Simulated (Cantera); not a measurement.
An isothermal plug-flow reactor at 950 K and 750 Torr (inlet), inlet velocity 0.15 m/s, active area per volume 3700 1/m; feed 0.298 % CH₄, 9.27 % O₂, 90.4 % N₂.

Detailed kinetics in Cantera: Deutschmann's 1995 Pt surface mechanism with GRI-Mech 3.0 gas chemistry. Catalytic surfaces can have several steady states; this one follows from the mechanism file's or the stated starting coverage. Mass transfer to the wall is taken as infinitely fast.

x: gas mole fraction; θ: surface coverage.

| z (m) | x CH₄ | x O₂ | x H₂O | x CO₂ | x CO | θ free Pt | θ O* | θ OH* |
|---|---|---|---|---|---|---|---|---|
| 0.00036 | 0.00215 | 0.0911 | ___ | 0.000822 | 8.31e-7 | 0.151 | 0.848 | 0.000790 |
| 0.00064 | 0.00167 | 0.0901 | ___ | 0.00130 | 6.46e-7 | 0.152 | 0.847 | 0.000993 |
| 0.0011 | 0.00110 | 0.0890 | ___ | 0.00187 | 4.26e-7 | 0.152 | 0.847 | 0.00119 |
| 0.002 | 0.000482 | 0.0877 | ___ | 0.00249 | 1.87e-7 | 0.152 | 0.846 | 0.00137 |
| 0.0036 | 0.000110 | 0.0870 | 0.00573 | 0.00286 | 4.30e-8 | 0.153 | 0.846 | 0.00147 |
| 0.0064 | 8.34e-6 | 0.0868 | 0.00593 | 0.00296 | 3.37e-9 | 0.153 | 0.846 | 0.00150 |
| 0.011 | 1.20e-7 | 0.0868 | 0.00595 | 0.00297 | 1.66e-10 | 0.153 | 0.846 | 0.00150 |
| 0.02 | 2.96e-11 | 0.0868 | 0.00595 | 0.00297 | 9.76e-11 | 0.153 | 0.846 | 0.00150 |
| 0.036 | <1e-12 | 0.0868 | 0.00595 | 0.00297 | 6.85e-11 | 0.153 | 0.846 | 0.00150 |

### Question
Complete the blanks.

### Answer

- 0.00036, x H₂O: 0.00165
- 0.00064, x H₂O: 0.00261
- 0.0011, x H₂O: 0.00375
- 0.002, x H₂O: 0.00498
